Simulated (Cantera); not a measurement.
A Cantera script and what it prints.

```python
import numpy as np
import cantera as ct

gas_names = """
    C CH CH2 CH3 CH2OH CH3O CH4 CH3OH CO CO2 COOH C2 C2H CHCO,ketyl C2H2,acetylene C2H2,vinylidene
    CH2CO,ketene C2H3,vinyl CH3CO,acetyl C2H4 C2H4O,ethylen CH3CHO,ethanal CH3COOH (HCOOH)2 C2H5 C2H6
    CH3OCH3 C2H5OH C2O C3 C3H3,propargyl C3H4,allene C3H4,propyne C3H4,cyclo- C3H5,allyl C3H6,propylene
    C3H6,cyclo- C3H6O C3H7,n-propyl C3H7,i-propyl C3H8 C3H8O,1propanol C3H8O,2propanol C3O2 C4 C4H2
    C4H4,1,3-cyclo- C4H6,butadiene C4H6,2-butyne C4H6,cyclo- C4H8,1-butene C4H8,cis2-buten
    C4H8,tr2-butene C4H8,isobutene C4H8,cyclo- (CH3COOH)2 C4H9,n-butyl C4H9,i-butyl C4H9,s-butyl
    C4H9,t-butyl C4H10,isobutane C4H10,n-butane C5 C5H6,1,3cyclo- C5H8,cyclo- C5H10,1-pentene
    C5H10,cyclo- C5H11,pentyl C5H11,t-pentyl C5H12,n-pentane C5H12,i-pentane CH3C(CH3)2CH3 C6H2
    C6H5,phenyl C6H5O,phenoxy C6H6 C6H5OH,phenol C6H10,cyclo- C6H12,1-hexene C6H12,cyclo- C6H13,n-hexyl
    C7H7,benzyl C7H8 C7H8O,cresol C7H14,1-heptene C7H15,n-heptyl C7H16,n-heptane C8H8,styrene
    C8H10,ethylbenz C8H16,1-octene C8H17,n-octyl C8H18,isooctane C8H18,n-octane C9H19,n-nonyl
    C10H8,naphthale C10H21,n-decyl C12H9,o-bipheny C12H10,bipheny H HCO HO2 H2 HCHO,formaldehy HCOOH H2O
    H2O2 O OH O2 O3 Ti TiO TiO2
""".split()
cond_names = """
    C(gr) C6H6(L) C7H8(L) C8H18(L),n-octa H2O(s) H2O(L) Ti(a) Ti(b) Ti(L) TiC(s) TiC(L) TiO(a) TiO(b)
    TiO(L) TiO2(ru) TiO2(L) Ti2O3(a) Ti2O3(b) Ti2O3(L) Ti3O5(a) Ti3O5(b) Ti3O5(L) Ti4O7(s) Ti4O7(L)
""".split()


def load(file, names, dense=False):
    # The tables refer to 1 bar. Condensed volumes are neglected.
    table = {s.name: s for s in ct.Species.list_from_file(file)}
    out = []
    for n in names:
        d = dict(table[n].input_data)
        d["thermo"] = dict(d["thermo"], **{"reference-pressure": 1e5})
        if dense:
            d["equation-of-state"] = {"model": "constant-volume", "density": "1e6 g/cm^3"}
        out.append(ct.Species.from_dict(d))
    return out


gas = ct.Solution(thermo="ideal-gas", species=load("nasa_gas.yaml", gas_names))
cond = {s.name: ct.Solution(thermo="fixed-stoichiometry", species=[s], name=s.name)
        for s in load("nasa_condensed.yaml", cond_names, dense=True)}
atoms = {
    'Ti(OiPr)4': {'Ti': 1, 'C': 12, 'H': 28, 'O': 4},
    'H2O': {'H': 2, 'O': 1},
}
top_T = {'C(gr)': 4500}  # K; cautious upper limits of use, not melting points


def equilibrate(T, P, feed):
    n = {}
    for name, mol in feed.items():
        for a, k in atoms[name].items():
            n[a] = n.get(a, 0.0) + k * mol
    gas.TPX = T, P, n
    mass = sum(n.values()) * gas.mean_molecular_weight
    gas.equilibrate("TP")
    valid = [c for c in cond.values() if c.min_temp <= T <= top_T.get(c.name, c.max_temp)]
    mix = ct.Mixture([(gas, mass / gas.mean_molecular_weight)] + [(c, 0.0) for c in valid])
    mix.T, mix.P = T, P
    mix.equilibrate("TP", solver="vcs", rtol=1e-11, max_steps=5000)
    return mix


results = []
feed = {'Ti(OiPr)4': 1, 'H2O': 0.17}  # mol
T = 1898.15  # K
P = 100000  # Pa
mix = equilibrate(T, P, feed)
results.append((T, P, feed, dict(zip(mix.species_names, mix.species_moles))))
x = sorted(zip(gas.X, gas.species_names), reverse=True)
print(f"T = {T:g} K  P = {P:g} Pa  gas = {mix.phase_moles(0):.4g} mol")
print("   x: " + "  ".join(f"{s} {v:.3e}" for v, s in x if v > 1e-05))
print("   condensed (mol): " + ("  ".join(f"{mix.phase(i).name} {mix.phase_moles(i):.4g}"
      for i in range(1, mix.n_phases) if mix.phase_moles(i) > 1e-12) or "none"))
```

Result:

```
T = 1898.15 K  P = 100000 Pa  gas = 18.34 mol
   x: H2 7.713e-01  CO 2.273e-01  H 6.873e-04  CH4 3.362e-04  C2H2,acetylene 2.905e-04  H2O 3.154e-05
   condensed (mol): C(gr) 6.814  TiC(s) 1
```

Method: chemical equilibrium by Gibbs-energy minimisation in Cantera with the NASA 1993 tables (ideal gas, pure condensed phases). The feed counts by its element totals alone. TiC: taken at fixed stoichiometry.
